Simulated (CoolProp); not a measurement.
C2F6 (R116) along the isotherm 317.5 K: fugacity coefficient from the reference equation and from simpler models built on Tc = 293.0 K, pc = 30.48 bar, ω = 0.257; each cubic takes its own stable root.

Model: reference Helmholtz-energy equation of state, Lemmon 2006, in CoolProp. It is a short technical equation, of lower accuracy than the large ones.

```
p (bar)          phase  reference  van der Waals  Soave-Redlich-Kwong  Peng-Robinson
-------  -------------  ---------  -------------  -------------------  -------------
0.964              gas     0.9920         0.9923               0.9918         0.9907
1.56               gas     0.9871         0.9875               0.9868         0.9850
2.52               gas     0.9792         0.9799               0.9787         0.9759
4.06               gas     0.9666         0.9676               0.9658         0.9613
6.57               gas     0.9461         0.9477               0.9450         0.9379
10.6               gas     0.9134         0.9158               0.9120         0.9011
17.1               gas     0.8615         0.8646               0.8598         0.8435
27.7               gas     0.7780         0.7806               0.7770         0.7542
44.7     supercritical     0.6464         0.6365               0.6493         0.6214
72.3     supercritical     0.4859         0.4872               0.4996         0.4707
117      supercritical     0.3786         0.4013               0.3977         0.3663
189      supercritical     0.3254         0.3762               0.3472         0.3095
305      supercritical     0.3260         0.4306               0.3508         0.2982
```
